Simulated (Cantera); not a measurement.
A perfectly stirred reactor is fed with 30.1 % H2, 12.6 % O2, 47.3 % N2, 9.95 % H2O, at 17.0 bar; it is adiabatic with a 650 K inlet, and is followed from long to short residence time, starting on the burning branch (τ in s: 0.17, 0.066, 0.025, 0.0098, 0.0038, 0.0014, 0.00056, 0.00021, 8.2e-05).

Cantera simulation using GRI-Mech 3.0 (53 species, 325 reactions); the numbers are that mechanism's predictions, not measurements. The hydrogen kinetics of GRI-Mech 3.0 are dated; newer H2 mechanisms differ, most at raised pressure. The pressure lies above the range GRI-Mech 3.0 was tuned for (to about 10 atm).

x: mole fraction; the columns are a selection and need not sum to one.

| τ (s) | T (K) | x H2 | x O2 | x H2O | x NO2 | x H2O2 |
|---|---|---|---|---|---|---|
| 0.17 | 2424 | 0.0577 | 4.93e-5 | 0.399 | 1.47e-8 | 6.80e-8 |
| 0.066 | 2423 | 0.0577 | 5.28e-5 | 0.399 | 1.45e-8 | 6.94e-8 |
| 0.025 | 2423 | 0.0577 | ? | 0.399 | 1.41e-8 | 7.30e-8 |
| 0.0098 | 2422 | 0.0577 | ? | 0.399 | 1.33e-8 | 8.19e-8 |
| 0.0038 | 2421 | 0.0578 | ? | 0.399 | 1.18e-8 | 1.04e-7 |
| 0.0014 | 2416 | 0.0580 | ? | 0.398 | 1.02e-8 | 1.62e-7 |
| 0.00056 | 2408 | 0.0584 | ? | 0.397 | 9.80e-9 | 2.82e-7 |
| 0.00021 | 2392 | 0.0594 | ? | 0.394 | 1.06e-8 | 5.44e-7 |
| 8.2e-5 | 2366 | 0.0609 | ? | 0.391 | 1.20e-8 | 9.94e-7 |

Question: Complete the blanks.

Answer: 
- 0.025, x O2: 6.20e-5
- 0.0098, x O2: 8.42e-5
- 0.0038, x O2: 0.000137
- 0.0014, x O2: 0.000259
- 0.00056, x O2: 0.000483
- 0.00021, x O2: 0.000941
- 8.2e-5, x O2: 0.00175
